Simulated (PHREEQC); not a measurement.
Dissolve 0.0059 mol/kgw NH3, 0.0011 mol/kgw H4SiO4 and 6.5e-05 mol/kgw K3PO4 at 25 °C. It is in equilibrium with CO2 at log p = -1 (atm). Otherwise closed; pH follows from the charge balance.

Model: ion-association model, wateq4f.dat, run in PHREEQC.

```
Property                    Value
----------------  ---------------
pH                           6.56
ionic strength    0.00610 mol/kgw
total alkalinity      6.03 meq/kg
```

| species | molality | activity | log γ |
|---|---|---|---|
| HCO3- | 0.00600 | 0.00554 | -0.035 |
| NH4+ | 0.00589 | 0.00542 | -0.036 |
| CO2 | 0.00340 | 0.00341 | 0.001 |
| H4SiO4 | 0.00110 | 0.00110 | 0.001 |
| K+ | 0.000195 | 0.000179 | -0.036 |
| H2PO4- | 5.04e-5 | 4.65e-5 | -0.035 |
| HPO4-2 | 1.46e-5 | 1.06e-5 | -0.141 |
| NH3 | 1.13e-5 | 1.13e-5 | 0.000 |
| CO3-2 | 1.31e-6 | 9.50e-7 | -0.140 |
| H3SiO4- | 6.45e-7 | 5.94e-7 | -0.036 |

Precipitation was switched off in this run. The solution is supersaturated, for example in Quartz (slow to form), Chalcedony (slow to form), so a real one may precipitate; this is no full list. H3PO4, which wateq4f.dat lacks, is added to it with the constant of phreeqc.dat.
